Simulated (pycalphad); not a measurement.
Effect of Si content in Mg-Al-Si

CALPHAD calculation (pycalphad, COST 507 light-alloy database (1999)), 1 atm. The database dates from 1999; later assessments differ in places, in temperatures and in the compounds included. Phase fractions are per mole of atoms.

```tsv
alloy	liquidus (K)	first solid	solidus (K)	phases at 500 K
Mg-0.89Al-0.36Si (at.%)	915	HCP_A3	895	HCP_A3 0.99, MG2SI 0.01
Mg-0.89Al-1.08Si (at.%)	909	HCP_A3	895	HCP_A3 0.97, MG2SI 0.03
Mg-0.89Al-1.44Si (at.%)	919	MG2SI	894	HCP_A3 0.96, MG2SI 0.04
Mg-0.89Al-2.16Si (at.%)	…	MG2SI	894	…
Mg-0.89Al-2.88Si (at.%)	990	MG2SI	894	HCP_A3 0.91, MG2SI 0.09
Mg-0.89Al-5.76Si (at.%)	1076	MG2SI	892	HCP_A3 0.83, MG2SI 0.17
```

Problem. Fill in the missing entries.

Solution. 
- Mg-0.89Al-2.16Si (at.%), liquidus (K): 959
- Mg-0.89Al-2.16Si (at.%), phases at 500 K: HCP_A3 0.94, MG2SI 0.06

Database names, with the compositions (at.%) that they take in these runs: MG2SI: Mg 67 Si 33. HCP_A3 is hcp.
